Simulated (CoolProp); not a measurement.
100 sccm (0 °C, 1 atm) of nitrogen bubbles through liquid octamethylcyclotetrasiloxane (D4) at 317.4 K and leaves saturated at a total pressure of 0.0095 MPa (ideal gas phase). Each further row changes one setting.

Values from CoolProp's reference Helmholtz-energy equation of state, Thol 2015.

```json
[
 {"case": "as stated", "vapour pressure (kPa)": "0.504", "mole fraction of vapour": "0.0531", "delivery (mg/min)": "74.2", "delivery (sccm)": "___", "change of delivery for a bath 1 K warmer (%)": "___"},
 {"case": "bath temperature 322.4 K", "vapour pressure (kPa)": "___", "mole fraction of vapour": "___", "delivery (mg/min)": "103", "delivery (sccm)": "___", "change of delivery for a bath 1 K warmer (%)": "6.8"},
 {"case": "total pressure 0.019 MPa", "vapour pressure (kPa)": "0.504", "mole fraction of vapour": "0.0265", "delivery (mg/min)": "36.1", "delivery (sccm)": "2.73", "change of delivery for a bath 1 K warmer (%)": "___"}
]
```

Problem. Fill in the missing entries.

Solution. 
- as stated, delivery (sccm): 5.60
- as stated, change of delivery for a bath 1 K warmer (%): 6.9
- bath temperature 322.4 K, vapour pressure (kPa): 0.687
- bath temperature 322.4 K, mole fraction of vapour: 0.0723
- bath temperature 322.4 K, delivery (sccm): 7.80
- total pressure 0.019 MPa, change of delivery for a bath 1 K warmer (%): 6.7
